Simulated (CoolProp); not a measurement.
Vapour-liquid equilibrium of propane (1) + n-perfluorobutane (2) at -42.95 °C; x and y are mole fractions of (1).

Values from CoolProp's multi-fluid Helmholtz-energy mixture model, Lemmon 2009 and Gao 2022; pair parameters Bell 2016.

```
x     bubble pressure (MPa)  y at the bubble point  dew pressure at overall composition x (MPa)  liquid density (mol/L)
----  ---------------------  ---------------------  -------------------------------------------  ----------------------
0.05                0.03649                  0.642                                      0.01420                   7.457
0.15                0.06802                  0.820                                      0.01584                   7.794
0.25                0.08434                  0.862                                          ___                   8.166
0.35                0.09114                  0.877                                      0.02058                   8.580
0.45                0.09310                  0.881                                          ___                   9.046
0.55                0.09328                  0.882                                      0.02935                   9.576
0.65                0.09343                  0.882                                          ___                   10.18
0.75                0.09436                  0.888                                      0.05086                   10.88
0.85                0.09612                  0.907                                          ___                   11.70
0.95                0.09772                  0.954                                      0.09767                   12.66
```

Question: Some entries are withheld; supply them.

Answer: 
- 0.25, dew pressure at overall composition x (MPa): 0.01790
- 0.45, dew pressure at overall composition x (MPa): 0.02420
- 0.65, dew pressure at overall composition x (MPa): 0.03725
- 0.85, dew pressure at overall composition x (MPa): 0.07895

No azeotrope shows between x = 0.05 and 0.95.

Pair parameters are fitted to limited data, so mixtures are less certain than the pure fluids. With so large a gap from Raoult's law the liquid may split in two, which this calculation doesn't test in full.
